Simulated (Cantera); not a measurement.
**B2O3 + NH3 (boron, boron nitride and boron oxide)**

Feed: 1 mol B2O3, 29 mol NH3, equilibrated at 10.0 mbar.

Equilibrium computed with Cantera from the NASA thermochemical tables; the gas is ideal and each condensed phase is pure. Candidate condensed phases: B, BN, B2O3, B3O3H3, H2O; 39 gas species. Mutual solubility and eutectic melting of coexisting phases are not modelled. Equilibrium is a limit: real reactors are often held back by kinetics, nucleation or transport.

```csv
T (°C),x H2,x N2,x HBO,x HBO2,x H,x B2O3,n BN(s),n B2O3(l)
477,0.749,0.250,<1e-12,6.96e-9,2.74e-12,<1e-12,0.0396,0.980
577,0.749,0.250,6.09e-11,2.02e-7,1.77e-10,<1e-12,0.0397,0.980
677,0.749,0.250,4.92e-9,2.75e-6,4.82e-9,2.68e-11,0.0388,0.981
777,0.749,0.250,1.69e-7,2.21e-5,7.02e-8,3.26e-9,0.0378,0.980
877,0.749,0.250,3.09e-6,0.000120,6.46e-7,1.66e-7,0.0381,0.977
977,0.749,0.250,3.50e-5,0.000489,4.18e-6,4.41e-6,0.0430,0.963
1077,0.748,0.249,0.000273,0.00159,2.06e-5,7.03e-5,0.0581,0.913
1177,0.744,0.249,0.00159,0.00434,8.16e-5,0.000751,0.0831,0.740
1277,0.729,0.246,0.00730,0.0102,0.000269,0.00583,0.0659,0.0793
1377,0.725,0.246,0.0102,0.0101,0.000774,0.00597,0,0
1477,0.723,0.245,0.0111,0.0104,0.00198,0.00517,0,0
1577,0.720,0.245,0.0119,0.0105,0.00457,0.00441,0,0
1677,0.714,0.244,0.0122,0.0103,0.00969,0.00367,0,0
```
x: gas mole fraction; n: condensed amount in mol.

From 477 °C to 1277 °C the condensed part is BN(s) + B2O3(l). From 1377 °C to 1677 °C nothing is condensed. The main B-bearing gas is (HBO2)3 at 477 °C and HBO at 1677 °C.
